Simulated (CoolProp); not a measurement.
R236FA at 295.85 K and 0.0955 MPa is throttled through a valve to 0.0665 MPa with no heat exchange. Each further row changes one setting.

The numbers come from the reference Helmholtz-energy equation of state, Pan 2012 in CoolProp.

```
case                        temperature change (K)  final density (kg/m³)
--------------------------  ----------------------  ---------------------
as stated                                        …                   4.21
outlet pressure 0.0199 MPa                    -1.8                   1.25
outlet pressure 0.0865 MPa                       …                      …
```

**Question.** Fill in the missing entries.

**Answer.** 
- as stated, temperature change (K): -0.7
- outlet pressure 0.0865 MPa, temperature change (K): -0.2
- outlet pressure 0.0865 MPa, final density (kg/m³): 5.51
